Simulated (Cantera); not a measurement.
A freely propagating, adiabatic, planar premixed flame of CH4 : O2 : N2 : H2O = 1 : 2.04 : 7.67 : 0.62 (molar parts), equivalence ratio 0.98, unburnt at 700 K and 3080 Torr; mixture-averaged transport, grid criteria slope 0.08 and curve 0.16, no radiation.

Detailed kinetics in Cantera: GRI-Mech 3.0 (53 species, 325 reactions). Burning velocities carry a grid error of a few per cent, more on coarse grids.

Question: What does this change do: inlet temperature 700 to 375 K?

Answer: 
| quantity | before | after |
|---|---|---|
| laminar burning velocity | 91.0 cm/s | 22.8 cm/s |
| thermal thickness | 0.122 mm | 0.203 mm |
| peak x(O) | 0.00206 | 0.000960 |
| peak x(HCN) | 4.37e-6 | 2.58e-6 |
| peak x(C2H4) | 0.000769 | 0.000651 |

Question: What does this change do: N2 7.67 to 5.8 parts?

Answer: 
| quantity | before | after |
|---|---|---|
| laminar burning velocity | 91.0 cm/s | 141 cm/s |
| thermal thickness | 0.122 mm | 0.0887 mm |
| peak x(O) | 0.00206 | 0.00346 |
| peak x(HCN) | 4.37e-6 | 5.64e-6 |
| peak x(C2H4) | 0.000769 | 0.000898 |
